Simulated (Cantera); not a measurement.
## Ignition delay

Mixture: CH₃OH : O₂ : N₂ = 1 : 1.07 : 6.43 (molar parts), equivalence ratio 1.4, at 2.40 bar, adiabatic and at constant volume. Ignition delay is the time to a rise of 400 K.

Detailed kinetics in Cantera: GRI-Mech 3.0 (53 species, 325 reactions). GRI-Mech 3.0 was tuned for natural gas; its chemistry of methanol as a main component is partial and can be far from experiment.

```json
[
 {"T0 (K)": "1075", "delay (ms)": "47.2"},
 {"T0 (K)": "1125", "delay (ms)": "17.3"},
 {"T0 (K)": "1175", "delay (ms)": "6.95"},
 {"T0 (K)": "1225", "delay (ms)": "3.02"},
 {"T0 (K)": "1275", "delay (ms)": "1.41"},
 {"T0 (K)": "1325", "delay (ms)": "0.702"},
 {"T0 (K)": "1375", "delay (ms)": "0.372"},
 {"T0 (K)": "1425", "delay (ms)": "0.209"},
 {"T0 (K)": "1475", "delay (ms)": "0.123"},
 {"T0 (K)": "1525", "delay (ms)": "0.0760"}
]
```

```json
{
 "apparent activation energy between 1425 and 1525 K": "180 kJ/mol"
}
```
